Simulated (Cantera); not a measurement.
A closed system holds: 1 mol B, 4.9 mol O2, held at 1550 °C and 10.0 mbar.

Method: chemical equilibrium by Gibbs-energy minimisation in Cantera with the NASA 1993 tables (ideal gas, pure condensed phases). Candidate condensed phases: B, B2O3; 10 gas species. Equilibrium is a limit: real reactors are often held back by kinetics, nucleation or transport.

Base state: O2 0.884, B2O3 0.0992, BO2 0.0156, O 0.00142 (mole fractions); condensed: gas only.

Question: What changes in the equilibrium state with this change: O2 from 4.9 to 0.08 mol?

Answer: 
```
species     before     after
---------  -------  --------
B2O2       2.67e-8     0.772
B2O3        0.0992     0.193
BO         6.44e-6    0.0347
O2           0.884     <1e-9
BO2         0.0156   5.63e-6
O          0.00142     <1e-9
B2O          <1e-9  0.000310
B(s), mol        0     0.854
```

Question: What changes in the equilibrium state with this change: temperature from 1550 °C to 1777 °C?

Answer: 
```tsv
species	before	after
O2	0.884	0.865
B2O3	0.0992	0.0864
BO2	0.0156	0.0391
BO	6.44e-6	0.000121
O	0.00142	0.00905
```

Question: What changes in the equilibrium state with this change: pressure from 10.0 mbar to 84.0 Pa?

Answer: 
| species | before | after |
|---|---|---|
| O2 | 0.884 | 0.875 |
| B2O3 | 0.0992 | 0.0925 |
| BO2 | 0.0156 | 0.0279 |
| BO | 6.44e-6 | 3.99e-5 |
| O | 0.00142 | 0.00487 |
